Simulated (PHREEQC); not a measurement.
Model water analysis in mg/L, 20 °C, pH 2.44, pe 12.2:

| constituent | mg/L |
|---|---|
| Na | 88.4 |
| K | 278 |
| Ca | 70.1 |
| Mg | 33.7 |
| Cl | 19.7 |
| S(6) as SO4 | 1290 |
| Al | 39.3 |
| Zn | 0.597 |
| Fe(3) | 0.575 |

Na is adjusted to close the charge balance.
Valence states are taken as typed.

Equilibrium calculation in PHREEQC: ion-association model, phreeqc.dat.

Each row changes one thing in this solution. No solid was allowed to form.

```csv
case,ionic strength (mol/kgw),SO4-2 (mol/kgw),HSO4- (mol/kgw),Ca+2 (mol/kgw),AlSO4+ (mol/kgw),Mg+2 (mol/kgw),SI of Gypsum (CaSO4:2H2O),SI of Goethite (FeOOH)
as made,0.0326,0.00900,0.00176,0.00122,0.00108,0.000916,-0.94,+1.33
all concentrations times 3 at the same typed pH,0.0917,0.0254,0.00395,0.00313,0.00304,0.00229,-0.33,+1.43
Mg from 33.7 to 16.9 mg/L,0.0326,0.00916,0.00179,0.00122,0.00108,0.000457,-0.93,+1.32
Ca from 70.1 to 140 mg/L,0.0328,0.00868,0.00169,0.00247,0.00107,0.000929,-0.65,+1.35
temperature from 20 to 55 °C at the same typed pH,0.0285,0.00724,0.00324,0.00121,0.00111,0.000716,-0.99,+2.22
```

Species that the database lacks are ignored. Some of these states are supersaturated (in Hematite (slow to form), Goethite (slow to form), for instance). At this temperature some constants are extrapolated from 25 °C, and those without enthalpy data are left unchanged.
